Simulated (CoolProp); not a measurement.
A closed Brayton cycle with dry air: compressor inlet 320.15 K and 0.85 MPa, high pressure 2.87 MPa, turbine inlet 785 K, compressor efficiency 0.89, turbine efficiency 0.9, recuperator effectiveness 0.8 (on enthalpy, no pinch check). Each further row changes one setting.

The numbers come from the reference Helmholtz-energy equation of state, Lemmon 2000 in CoolProp. It is a pseudo-pure fit of the blend.

```json
[
 {"case": "as stated", "thermal efficiency (%)": "25.7", "net work (kJ/kg)": "61.3", "compressor to turbine work": "0.71", "compressor exit (K)": "469.1", "turbine exit (K)": "588.1"},
 {"case": "turbine inlet 735 K", "thermal efficiency (%)": "22.0", "net work (kJ/kg)": "[?]", "compressor to turbine work": "0.76", "compressor exit (K)": "469.1", "turbine exit (K)": "[?]"},
 {"case": "compressor inlet 330.15 K", "thermal efficiency (%)": "24.1", "net work (kJ/kg)": "[?]", "compressor to turbine work": "0.73", "compressor exit (K)": "483.4", "turbine exit (K)": "588.1"},
 {"case": "high pressure 2.44 MPa", "thermal efficiency (%)": "27.0", "net work (kJ/kg)": "60.1", "compressor to turbine work": "0.68", "compressor exit (K)": "446.3", "turbine exit (K)": "611.2"},
 {"case": "recuperator effectiveness 0.5", "thermal efficiency (%)": "22.3", "net work (kJ/kg)": "61.3", "compressor to turbine work": "0.71", "compressor exit (K)": "469.1", "turbine exit (K)": "588.1"}
]
```

Task: Fill in the missing entries.

Result: 
- turbine inlet 735 K, net work (kJ/kg): 47.4
- turbine inlet 735 K, turbine exit (K): 549.0
- compressor inlet 330.15 K, net work (kJ/kg): 56.5
